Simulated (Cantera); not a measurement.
A perfectly stirred reactor is fed with 26.3 % H2, 15.5 % O2, 58.2 % N2, equivalence ratio 0.85, at 5.00 bar; it is adiabatic with a 823 K inlet, and is followed from long to short residence time, starting on the burning branch (τ in s: 0.028, 0.015, 0.0077, 0.004, 0.0021, 0.0011, 0.00058, 0.00031, 0.00016, 8.5e-05).

Model: the H2/O2 subset of GRI-Mech 3.0, which has no nitrogen chemistry, integrated in Cantera. The hydrogen kinetics of GRI-Mech 3.0 are dated; newer H2 mechanisms differ, most at raised pressure.

**Question.** Predict: blow-out, bracketed by the residence times tried; x(H2) at τ = 28.0 ms; x(O2) at τ = 28.0 ms; x(H) at τ = 28.0 ms; x(H2O2) at τ = 28.0 ms; x(OH) at τ = 28.0 ms; x(H2) at τ = 1.10 ms; x(O2) at τ = 1.10 ms; x(H) at τ = 1.10 ms; x(H2O2) at τ = 1.10 ms; x(OH) at τ = 1.10 ms.

**Answer.** 
```json
{
 "blow_out_bracketed_by_the_residence_times_tried": "burning at 85.0 µs, the shortest tried",
 "x(H2) at τ = 28.0 ms": "0.00761",
 "x(O2) at τ = 28.0 ms": "0.0264",
 "x(H) at τ = 28.0 ms": "0.00153",
 "x(H2O2) at τ = 28.0 ms": "9.02e-7",
 "x(OH) at τ = 28.0 ms": "0.0133",
 "x(H2) at τ = 1.10 ms": "0.00869",
 "x(O2) at τ = 1.10 ms": "0.0268",
 "x(H) at τ = 1.10 ms": "0.00186",
 "x(H2O2) at τ = 1.10 ms": "8.92e-7",
 "x(OH) at τ = 1.10 ms": "0.0139"
}
```
